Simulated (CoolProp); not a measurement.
The fluid at 232.2 K and 6.72 MPa (stagnation) flows isentropically through a choked orifice. The same conditions are run with several fluids, on thermodynamics alone (safety and materials aside).

Values from CoolProp's reference Helmholtz-energy equation of state of each fluid (nitrogen: Span 2000; CF4 (R14): Platzer 1990; carbon monoxide: Lemmon 2006; normal hydrogen: Leachman 2009; fluorine: de Reuck 1990). The equations of Platzer and Polt are older, rougher fits.

```tsv
fluid	throat to inlet pressure ratio	mass flux (kg/(m² s))	throat temperature (K)
nitrogen	0.516	…	190.4
CF4 (R14)	0.494	77300	…
carbon monoxide	…	18800	190.1
normal hydrogen	0.512	4710	189.5
fluorine	0.525	21500	192.6
```

Question: Complete the blanks.

Answer: 
- nitrogen, mass flux (kg/(m² s)): 18600
- CF4 (R14), throat temperature (K): 223.3
- carbon monoxide, throat to inlet pressure ratio: 0.515
